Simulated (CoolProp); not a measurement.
The numbers come from the reference Helmholtz-energy equation of state, Setzmann 1991 in CoolProp.

Task: For methane, give the phase and the cv (kJ/(kg K)), Joule-Thomson coefficient (K/MPa), viscosity (µPa s) at 382.2 K and 0.101 MPa.

Result: 
- 382.2 K and 0.101 MPa: gas; cv 1.95, Joule-Thomson coefficient 2.51, viscosity 13.7

Viscosity comes from a separate model (Quiñones-Cisneros 2006).
